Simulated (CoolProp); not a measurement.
Computed with CoolProp (reference Helmholtz-energy equation of state, Tillner-Roth 1997).

Task: For CH2F2 (R32), give the phase and the cp (kJ/(kg K)), expansivity (1/kK), conductivity (mW/(m K)), Prandtl number at 157.6 K and 133 bar; 434 K and 25.5 bar; 426.8 K and 283 bar.

Result: 
- 157.6 K and 133 bar: liquid; cp 1.56, expansivity 1.69, conductivity 236, Prandtl number 7.25
- 434 K and 25.5 bar: gas; cp 1.17, expansivity 3.11, conductivity 29.9, Prandtl number 0.755
- 426.8 K and 283 bar: supercritical; cp 1.95, expansivity 4.83, conductivity 87.3, Prandtl number 1.37

Viscosity comes from a separate model (Bell 2016), an estimate that may be off by 10 % or more. Thermal conductivity comes from a separate model (Huber 2003), an estimate that may be off by 10 % or more.
